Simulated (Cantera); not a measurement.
A closed system holds: 1 mol SiH4, 0.056 mol Cl2, 49 mol N2, at 902 °C and 0.100 bar.

These are equilibrium values from Cantera (NASA tables, ideal gas, pure condensed phases), not measurements of a reactor. Candidate condensed phases: NH4Cl, Si, Si3N4; 28 gas species. N2 is the only nitrogen source here; it is nearly inert below about 1500 K, so the nitride shown seldom forms there in practice. Equilibrium is a limit: real reactors are often held back by kinetics, nucleation or transport.

Base state: N2 0.959, H2 0.0386, HCl 0.00222 (mole fractions); condensed: Si3N4(s).

**Question.** What changes in the equilibrium state with this change: SiH4 replaced by Si2Cl6?

**Answer.** 
```csv
species,before,after
N2,0.959,0.969
SiCl4,1.31e-9,0.0302
SiCl3,1.01e-9,0.000336
H2,0.0386,0
HCl,0.00222,0
SiCl2,7.67e-9,3.67e-5
"Si3N4(s), mol",0.333,0.156
```
The feed counts by its element totals alone. The tables' values for SiCl3 are old estimates; treat these amounts as uncertain.
